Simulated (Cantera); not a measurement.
A perfectly stirred reactor is fed with CH₄ : H₂ : H = 0.015 : 1 : 0.014 (molar parts), at 0.0365 atm; it is held at 1500 K, and followed from long to short residence time.

Detailed kinetics in Cantera: GRI-Mech 3.0 (53 species, 325 reactions). GRI-Mech 3.0 stops at C3 and has no aromatics, soot or wall deposition, so with more carbon than oxygen in the feed, carbon stays in small species such as C2H2 where larger ones or solid carbon would form. Radical loss at walls, strong at low pressure, is not modelled.

| quantity | before | after |
|---|---|---|
| x(CH₄) at τ = 5.20 s | 0.0106 | 0.00944 |
| x(H₂) at τ = 5.20 s | 0.987 | 0.987 |
| x(H) at τ = 5.20 s | 0.000210 | 0.000537 |
| x(CH₃) at τ = 5.20 s | 4.54e-5 | 0.000104 |
| x(C₂H₄) at τ = 5.20 s | 2.79e-5 | 1.92e-5 |
| x(CH₄) at τ = 43.0 ms | 0.0124 | 0.0117 |
| x(H₂) at τ = 43.0 ms | 0.985 | 0.983 |
| x(H) at τ = 43.0 ms | 0.00172 | 0.00382 |
| x(CH₃) at τ = 43.0 ms | 0.000435 | 0.000911 |
| x(C₂H₄) at τ = 43.0 ms | 5.25e-5 | 5.55e-5 |

Q: Name the change that produced these shifts.
A) CH4 0.015 to 0.0072 parts
B) temperature 1500 to 1600 K
C) CH4 0.015 to 0.15 parts
D) pressure from 0.0365 atm to 0.0132 atm

A: D, pressure from 0.0365 atm to 0.0132 atm
